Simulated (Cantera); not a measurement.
What does this Cantera script print?

```python
import numpy as np
import cantera as ct

gas_names = """
    H HNO HNO2 HNO3 HO2 H2 H2O H2O2 N NH NH2 NH3 NH2OH NO NO2 NO3 N2 N2H2 N2H4 N2O O OH O2 O3 Si SiH
    SiH2 SiH3 SiH4 SiN SiO SiO2 Si2 Si2N Si3
""".split()
cond_names = """
    H2O(s) H2O(L) Si(cr) Si(L) SiO2(Lqz) SiO2(hqz) SiO2(L) Si2N2O(s) Si3N4(a)
""".split()


def load(file, names, dense=False):
    # The tables refer to 1 bar. Condensed volumes are neglected.
    table = {s.name: s for s in ct.Species.list_from_file(file)}
    out = []
    for n in names:
        d = dict(table[n].input_data)
        d["thermo"] = dict(d["thermo"], **{"reference-pressure": 1e5})
        if dense:
            d["equation-of-state"] = {"model": "constant-volume", "density": "1e6 g/cm^3"}
        out.append(ct.Species.from_dict(d))
    return out


gas = ct.Solution(thermo="ideal-gas", species=load("nasa_gas.yaml", gas_names))
cond = {s.name: ct.Solution(thermo="fixed-stoichiometry", species=[s], name=s.name)
        for s in load("nasa_condensed.yaml", cond_names, dense=True)}
atoms = {
    'SiO2': {'Si': 1, 'O': 2},
    'H2': {'H': 2},
    'N2': {'N': 2},
}
top_T = {'Si2N2O(s)': 2100, 'Si3N4(a)': 2400}  # K; cautious upper limits of use, not melting points


def equilibrate(T, P, feed):
    n = {}
    for name, mol in feed.items():
        for a, k in atoms[name].items():
            n[a] = n.get(a, 0.0) + k * mol
    gas.TPX = T, P, n
    mass = sum(n.values()) * gas.mean_molecular_weight
    gas.equilibrate("TP")
    valid = [c for c in cond.values() if c.min_temp <= T <= top_T.get(c.name, c.max_temp)]
    mix = ct.Mixture([(gas, mass / gas.mean_molecular_weight)] + [(c, 0.0) for c in valid])
    mix.T, mix.P = T, P
    mix.equilibrate("TP", solver="vcs", rtol=1e-11, max_steps=5000)
    return mix


results = []
feed = {'SiO2': 1, 'H2': 780, 'N2': 2.4}  # mol
P = 120  # Pa
for T in [1125, 1225, 1325, 1425, 1525, 1625, 1725, 1825, 1925, 2025]:
    mix = equilibrate(T, P, feed)
    results.append((T, P, feed, dict(zip(mix.species_names, mix.species_moles))))
    x = sorted(zip(gas.X, gas.species_names), reverse=True)
    print(f"T = {T:g} K  P = {P:g} Pa  gas = {mix.phase_moles(0):.4g} mol")
    print("   x: " + "  ".join(f"{s} {v:.3e}" for v, s in x if v > 1e-05))
    print("   condensed (mol): " + ("  ".join(f"{mix.phase(i).name} {mix.phase_moles(i):.4g}"
          for i in range(1, mix.n_phases) if mix.phase_moles(i) > 1e-12) or "none"))
```

Result:

```
T = 1125 K  P = 120 Pa  gas = 782.4 mol
   x: H2 9.969e-01  N2 3.066e-03
   condensed (mol): SiO2(hqz) 0.9979  Si2N2O(s) 0.001005
T = 1225 K  P = 120 Pa  gas = 782.4 mol
   x: H2 9.969e-01  N2 3.067e-03
   condensed (mol): SiO2(hqz) 0.993
T = 1325 K  P = 120 Pa  gas = 782.5 mol
   x: H2 9.968e-01  N2 3.067e-03  SiO 6.728e-05  H2O 6.728e-05  H 4.713e-05
   condensed (mol): SiO2(hqz) 0.9474
T = 1425 K  P = 120 Pa  gas = 782.8 mol
   x: H2 9.960e-01  N2 3.066e-03  SiO 3.802e-04  H2O 3.802e-04  H 1.965e-04
   condensed (mol): SiO2(hqz) 0.7024
T = 1525 K  P = 120 Pa  gas = 783.7 mol
   x: H2 9.937e-01  N2 3.063e-03  SiO 1.276e-03  H2O 1.276e-03  H 6.808e-04
   condensed (mol): none
T = 1625 K  P = 120 Pa  gas = 784.2 mol
   x: H2 9.924e-01  N2 3.060e-03  H 2.029e-03  SiO 1.275e-03  H2O 1.275e-03
   condensed (mol): none
T = 1725 K  P = 120 Pa  gas = 785.5 mol
   x: H2 9.891e-01  H 5.332e-03  N2 3.055e-03  SiO 1.273e-03  H2O 1.273e-03
   condensed (mol): none
T = 1825 K  P = 120 Pa  gas = 788.4 mol
   x: H2 9.818e-01  H 1.260e-02  N2 3.044e-03  SiO 1.268e-03  H2O 1.267e-03
   condensed (mol): none
T = 1925 K  P = 120 Pa  gas = 794.2 mol
   x: H2 9.673e-01  H 2.714e-02  N2 3.022e-03  SiO 1.259e-03  H2O 1.256e-03
   condensed (mol): none
T = 2025 K  P = 120 Pa  gas = 805.1 mol
   x: H2 9.406e-01  H 5.388e-02  N2 2.981e-03  SiO 1.242e-03  H2O 1.234e-03
   condensed (mol): none
```

Method: chemical equilibrium by Gibbs-energy minimisation in Cantera with the NASA 1993 tables (ideal gas, pure condensed phases). N2 is the only nitrogen source here; it is nearly inert below about 1500 K, so the nitride shown seldom forms there in practice. Mutual solubility and eutectic melting of coexisting phases are not modelled. The tables hold silica as quartz up to 1696 K and as liquid above; real silica turns to tridymite and cristobalite and melts near 1996 K.
